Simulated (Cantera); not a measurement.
What does this Cantera script print?

```python
import numpy as np
import cantera as ct

gas = ct.Solution("h2o2.yaml")
gas.TPX = 450, 500000, {'H2': 1, 'O2': 0.217, 'N2': 0.804}
flame = ct.FreeFlame(gas, width=0.013)
flame.set_refine_criteria(ratio=3, slope=0.08, curve=0.16)
flame.transport_model = "mixture-averaged"
flame.solve(loglevel=0, auto=True)
z, T = flame.grid, flame.T
thick = (T[-1] - T[0]) / np.gradient(T, z).max()
show = ['H2', 'O2', 'H2O', 'O', 'HO2', 'H']
print(f"laminar burning velocity  {flame.velocity[0] * 100:.3f} cm/s")
print(f"burnt temperature         {T[-1]:.1f} K")
print(f"thermal thickness         {thick * 1e3:.4f} mm")
print(f"grid points               {len(z)}")
z0 = z[flame.heat_release_rate.argmax()]
print(f"{'z/mm':>9s}{'T/K':>9s}{'u/(m/s)':>9s}" + "".join(f"{s:>11s}" for s in show))
rows = []
for k in (-3, -2, -1.5, -1, -0.5, -0.25, 0, 0.25, 0.5, 1, 2, 4, 8):
    zz = z0 + k * thick
    rows.append([k * thick, np.interp(zz, z, T), np.interp(zz, z, flame.velocity),
                 *(np.interp(zz, z, flame.X[gas.species_index(s)]) for s in show)])
    print(f"{rows[-1][0] * 1e3:9.3f}{rows[-1][1]:9.1f}{rows[-1][2]:9.3f}" + "".join(f"{x:11.3e}" for x in rows[-1][3:]))
```

It prints:

```
laminar burning velocity  513.514 cm/s
burnt temperature         2097.2 K
thermal thickness         0.0528 mm
grid points               109
     z/mm      T/K  u/(m/s)         H2         O2        H2O          O        HO2          H
   -0.158    450.0    5.135  4.948e-01  1.074e-01  1.042e-09  5.774e-12  8.782e-11  1.524e-14
   -0.106    450.0    5.135  4.948e-01  1.074e-01  4.982e-08  2.672e-10  5.161e-09  7.135e-13
   -0.079    450.2    5.136  4.947e-01  1.074e-01  5.713e-07  2.774e-09  6.770e-08  7.586e-12
   -0.053    452.1    5.151  4.939e-01  1.076e-01  1.271e-05  5.013e-08  1.922e-06  3.498e-10
   -0.026    531.2    5.928  4.804e-01  1.087e-01  2.950e-03  9.048e-06  5.475e-04  4.660e-05
   -0.013    846.2    9.131  4.436e-01  9.966e-02  3.164e-02  1.831e-04  7.320e-04  3.092e-03
    0.000   1238.4   13.053  3.865e-01  7.272e-02  9.282e-02  9.460e-04  3.228e-04  1.628e-02
    0.013   1515.0   15.850  3.322e-01  3.765e-02  1.609e-01  1.434e-03  1.462e-04  3.289e-02
    0.026   1665.4   17.380  3.017e-01  1.519e-02  2.037e-01  9.962e-04  5.666e-05  4.161e-02
    0.053   1791.8   18.621  2.878e-01  2.170e-03  2.295e-01  3.575e-04  7.660e-06  4.109e-02
    0.106   1886.9   19.494  2.918e-01  1.411e-04  2.351e-01  1.667e-04  5.525e-07  3.135e-02
    0.211   1965.2   20.190  2.984e-01  2.983e-05  2.372e-01  7.991e-05  1.593e-07  2.086e-02
    0.422   2022.1   20.685  3.035e-01  1.180e-05  2.388e-01  3.212e-05  6.856e-08  1.279e-02
```

Cantera simulation using the H2/O2 subset of GRI-Mech 3.0, which has no nitrogen chemistry; the numbers are that mechanism's predictions, not measurements. The hydrogen kinetics of GRI-Mech 3.0 are dated; newer H2 mechanisms differ, most at raised pressure. Burning velocities carry a grid error of a few per cent, more on coarse grids.
